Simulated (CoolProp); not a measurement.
A single-stage vapour-compression cycle with ethylene: evaporating at 194.15 K (dew point), condensing at 216.15 K (bubble point), superheat 10 K, subcooling 5 K, compressor efficiency 0.9, no pressure losses. Each further row changes one setting.

Model: reference Helmholtz-energy equation of state, Smukala 2000, in CoolProp.

```csv
case,cooling COP,pressure ratio,discharge temperature (K),refrigerating effect (kJ/kg),volumetric capacity (kJ/m³)
as stated,7.01,2.36,253.7,414,2610
evaporating temperature 199.15 K,9.52,[?],246.6,418,[?]
condensing temperature 211.15 K,9.31,1.97,242.8,427,2690
subcooling 10 K,7.23,2.36,253.7,427,2690
superheat 20 K,[?],2.36,265.0,428,2540
compressor efficiency 0.8,6.23,2.36,[?],414,2610
```

### Question
Fill in the missing entries.

### Answer

- evaporating temperature 199.15 K, pressure ratio: 1.91
- evaporating temperature 199.15 K, volumetric capacity (kJ/m³): 3220
- superheat 20 K, cooling COP: 6.84
- compressor efficiency 0.8, discharge temperature (K): 258.4
